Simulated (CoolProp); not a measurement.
Saturated liquid density (kg/m³) of carbon dioxide: the reference equation beside estimates from Tc = 304.1 K, pc = 7.377 MPa, ω = 0.224. Rackett uses Z = 0.29056 − 0.08775 ω.

Model: reference Helmholtz-energy equation of state, Span 1996, in CoolProp.

| T (K) | reference | Rackett | van der Waals | Redlich-Kwong | Soave-Redlich-Kwong | Peng-Robinson |
|---|---|---|---|---|---|---|
| 233.6 | 1115 | 1120 | 686.2 | 979.1 | 1019 | 1156 |
| 240.2 | 1088 | 1094 | 669.8 | 949.6 | 989.6 | 1123 |
| 246.7 | 1061 | 1067 | 652.7 | 918.8 | 958.8 | 1088 |
| 253.2 | 1031 | 1038 | 634.5 | 886.0 | 925.6 | 1051 |
| 259.8 | 999.9 | 1007 | 614.8 | 850.4 | 889.2 | 1009 |
| 266.3 | 966.3 | 973.6 | 593.8 | 812.7 | 850.1 | 964.0 |
| 272.9 | 928.9 | 937.0 | 570.5 | 771.0 | 806.4 | 913.3 |
| 279.4 | 887.7 | 896.7 | 545.0 | 725.6 | 758.1 | 857.1 |
| 285.9 | 839.9 | 850.2 | 515.8 | 674.1 | 702.9 | 792.3 |
| 292.5 | 780.2 | 792.4 | 480.3 | 612.3 | 635.7 | 713.0 |

Absolute difference from the reference over all 10 rows, mean and median: Rackett 0.8 and 0.7 %, van der Waals 38.5 and 38.5 %, Redlich-Kwong 16.0 and 15.4 %, Soave-Redlich-Kwong 12.3 and 11.5 %, Peng-Robinson 3.2 and 2.9 %.
